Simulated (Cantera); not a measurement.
# Gas-phase reforming

An isothermal, constant-pressure homogeneous reactor starts with 76.4 % CH4, 22.9 % H2O, 0.657 % N2, at 1625 K and 420 Torr.

Computed with Cantera and GRI-Mech 3.0 (53 species, 325 reactions). GRI-Mech 3.0 stops at C3 and has no aromatics, soot or wall deposition, so with more carbon than oxygen in the feed, carbon stays in small species such as C2H2 where larger ones or solid carbon would form.

```csv
t (s),x CH4,x H2O,x CH2CO,x H,x CO2
3.00e-6,0.764,0.229,<1e-12,3.26e-7,<1e-12
1.20e-5,0.764,0.229,<1e-12,3.29e-7,<1e-12
4.80e-5,0.764,0.229,<1e-12,3.73e-7,<1e-12
0.000192,0.762,0.229,1.20e-11,6.28e-7,1.41e-12
0.000766,0.753,0.229,6.26e-9,1.72e-6,8.20e-10
0.00306,0.692,0.223,1.59e-6,7.87e-6,1.19e-7
0.0123,0.515,0.199,1.96e-5,2.17e-5,2.93e-6
0.0490,0.281,0.165,3.03e-5,4.05e-5,4.46e-5
0.196,0.103,0.133,3.01e-5,6.17e-5,0.000445
0.783,0.0434,0.0922,2.02e-5,7.56e-5,0.00159
3.13,0.0339,0.0345,6.14e-6,7.90e-5,0.00139
12.5,0.0295,0.00193,5.10e-7,8.07e-5,0.000102
50.0,0.0292,5.66e-7,2.27e-7,8.08e-5,2.99e-8
200,0.0292,5.20e-7,2.27e-7,8.08e-5,2.75e-8
```
x: mole fraction; the columns are a selection and need not sum to one.

Equilibrium at this temperature and pressure: CH4 0.0289, H2O 5.28e-7, CH2CO 2.25e-7, H 8.08e-5, CO2 2.79e-8 (gas phase only).
